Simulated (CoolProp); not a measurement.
Model: reference Helmholtz-energy equation of state, Guder 2009, in CoolProp.

Give the vapour pressure (MPa), vapour density (kg/m³), surface tension (mN/m), liquid viscosity (µPa s) of saturated sulfur hexafluoride at 25.45 °C.


```
T (°C)  p (MPa)  vapour density (kg/m³)  surface tension (mN/m)  liquid viscosity (µPa s)
------  -------  ----------------------  ----------------------  ------------------------
25.45      2.39                     228                    1.58                       115
```

Viscosity comes from a separate model (Quiñones-Cisneros 2012). Surface tension comes from a separate correlation (Mulero 2012).
